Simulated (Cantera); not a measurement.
A perfectly stirred reactor is fed with 43.5 % CH4, 31.3 % CO2, 25.2 % H2, at 15000 Torr; it is held at 1900 K, and followed from long to short residence time.

Detailed kinetics in Cantera: GRI-Mech 3.0 (53 species, 325 reactions). The pressure lies above the range GRI-Mech 3.0 was tuned for (to about 10 atm).

Question: Predict: x(CH4) at τ = 0.400 s; x(CO2) at τ = 0.400 s; x(H2) at τ = 0.400 s; x(CO) at τ = 0.400 s; x(CH3) at τ = 0.400 s; x(CH4) at τ = 56.0 ms; x(CO2) at τ = 56.0 ms; x(H2) at τ = 56.0 ms; x(CO) at τ = 56.0 ms; x(CH3) at τ = 56.0 ms.

Answer: 
```json
{
 "x(CH4) at τ = 0.400 s": "0.0387",
 "x(CO2) at τ = 0.400 s": "0.00323",
 "x(H2) at τ = 0.400 s": "0.553",
 "x(CO) at τ = 0.400 s": "0.355",
 "x(CH3) at τ = 0.400 s": "0.000186",
 "x(CH4) at τ = 56.0 ms": "0.0490",
 "x(CO2) at τ = 56.0 ms": "0.0107",
 "x(H2) at τ = 56.0 ms": "0.505",
 "x(CO) at τ = 56.0 ms": "0.320",
 "x(CH3) at τ = 56.0 ms": "0.000245"
}
```
